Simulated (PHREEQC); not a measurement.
A made-up water analysis in mg/L, 34 °C, pH 7.54, pe -0.4:

| constituent | mg/L |
|---|---|
| Na | 83.6 |
| K | 0.401 |
| Ca | 200 |
| Mg | 6.9 |
| Cl | 147 |
| S(6) as SO4 | 435 |
| Alkalinity as HCO3 | 35.7 |
| Zn | 8.67 |

Valence states are taken as typed.

Model: ion-association model, phreeqc.dat, run in PHREEQC.

The ionic strength comes out as 0.0199 mol/kgw. What activity coefficients do ZnHCO3+, Ca+2, Cl-, NaSO4-, K+ get?

ZnHCO3+ 0.87, Ca+2 0.58, Cl- 0.87, NaSO4- 0.87, K+ 0.86.

No solid was allowed to form. Species that the database lacks are ignored.
